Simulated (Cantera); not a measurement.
A perfectly stirred reactor is fed with 4.75 % CH4, 0.522 % CO, 15.0 % O2, 79.7 % N2, equivalence ratio 0.65, at 1.00 bar; it is adiabatic with a 550 K inlet, and is followed from long to short residence time, starting on the burning branch (τ in s: 0.048, 0.023, 0.011, 0.0052, 0.0025, 0.0012, 0.00057, 0.00027, 0.00013, 6.3e-05, 3e-05, 1.4e-05, 6.9e-06).

Cantera simulation using GRI-Mech 3.0 (53 species, 325 reactions); the numbers are that mechanism's predictions, not measurements.

x: mole fraction; the columns are a selection and need not sum to one.

```json
[
 {"τ (s)": "0.048", "T (K)": "1663", "x CH4": "2.12e-5", "x CO": "0.000638", "x O2": "0.0527", "x CH2O": "2.20e-6", "x C2H": "1.39e-12", "x H2O": "0.0943"},
 {"τ (s)": "0.023", "T (K)": "1657", "x CH4": "?", "x CO": "?", "x O2": "0.0528", "x CH2O": "?", "x C2H": "2.34e-12", "x H2O": "0.0940"},
 {"τ (s)": "0.011", "T (K)": "1647", "x CH4": "5.42e-5", "x CO": "0.00168", "x O2": "0.0531", "x CH2O": "5.92e-6", "x C2H": "3.80e-12", "x H2O": "0.0936"},
 {"τ (s)": "0.0052", "T (K)": "1632", "x CH4": "8.90e-5", "x CO": "0.00273", "x O2": "0.0536", "x CH2O": "9.72e-6", "x C2H": "6.13e-12", "x H2O": "0.0929"},
 {"τ (s)": "0.0025", "T (K)": "1610", "x CH4": "?", "x CO": "?", "x O2": "0.0545", "x CH2O": "?", "x C2H": "9.99e-12", "x H2O": "0.0920"},
 {"τ (s)": "0.0012", "T (K)": "1578", "x CH4": "0.000267", "x CO": "0.00699", "x O2": "0.0561", "x CH2O": "2.69e-5", "x C2H": "1.75e-11", "x H2O": "0.0908"},
 {"τ (s)": "0.00057", "T (K)": "1525", "x CH4": "0.000562", "x CO": "0.0117", "x O2": "0.0592", "x CH2O": "5.09e-5", "x C2H": "3.63e-11", "x H2O": "0.0890"},
 {"τ (s)": "0.00027", "T (K)": "550", "x CH4": "0.0475", "x CO": "0.00522", "x O2": "0.150", "x CH2O": "<1e-12", "x C2H": "<1e-12", "x H2O": "<1e-12"},
 {"τ (s)": "0.00013", "T (K)": "550", "x CH4": "0.0475", "x CO": "0.00522", "x O2": "0.150", "x CH2O": "<1e-12", "x C2H": "<1e-12", "x H2O": "<1e-12"},
 {"τ (s)": "6.3e-5", "T (K)": "550", "x CH4": "0.0475", "x CO": "0.00522", "x O2": "0.150", "x CH2O": "<1e-12", "x C2H": "<1e-12", "x H2O": "<1e-12"},
 {"τ (s)": "3.0e-5", "T (K)": "550", "x CH4": "0.0475", "x CO": "0.00522", "x O2": "0.150", "x CH2O": "<1e-12", "x C2H": "<1e-12", "x H2O": "<1e-12"},
 {"τ (s)": "1.4e-5", "T (K)": "550", "x CH4": "0.0475", "x CO": "0.00522", "x O2": "0.150", "x CH2O": "<1e-12", "x C2H": "<1e-12", "x H2O": "<1e-12"},
 {"τ (s)": "6.9e-6", "T (K)": "550", "x CH4": "0.0475", "x CO": "0.00522", "x O2": "0.150", "x CH2O": "<1e-12", "x C2H": "<1e-12", "x H2O": "<1e-12"}
]
```

### Question
Complete the blanks.

### Answer

- 0.023, x CH4: 3.37e-5
- 0.023, x CO: 0.00104
- 0.023, x CH2O: 3.62e-6
- 0.0025, x CH4: 0.000149
- 0.0025, x CO: 0.00435
- 0.0025, x CH2O: 1.59e-5
